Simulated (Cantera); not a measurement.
A perfectly stirred reactor is fed with CH₄ : N₂ = 1 : 25 (molar parts), at 0.350 bar; it is held at 1075 K, and followed from long to short residence time.

Detailed kinetics in Cantera: GRI-Mech 3.0 (53 species, 325 reactions). GRI-Mech 3.0 stops at C3 and has no aromatics, soot or wall deposition, so with more carbon than oxygen in the feed, carbon stays in small species such as C2H2 where larger ones or solid carbon would form.

Question: What does this change do: temperature 1075 to 1823 K?

Answer: 
```tsv
quantity	before	after
x(CH₄) at τ = 1.10 s	0.0385	0.00146
x(C₂H) at τ = 1.10 s	<1e-12	5.01e-7
x(C₂H₆) at τ = 1.10 s	8.49e-9	2.41e-7
x(HCN) at τ = 1.10 s	<1e-12	0.000121
x(CH₃) at τ = 1.10 s	1.91e-8	8.54e-5
x(CH₄) at τ = 34.0 ms	0.0385	0.00915
x(C₂H) at τ = 34.0 ms	<1e-12	3.33e-7
x(C₂H₆) at τ = 34.0 ms	<1e-12	6.94e-6
x(HCN) at τ = 34.0 ms	<1e-12	9.71e-6
x(CH₃) at τ = 34.0 ms	1.11e-9	0.000441
```
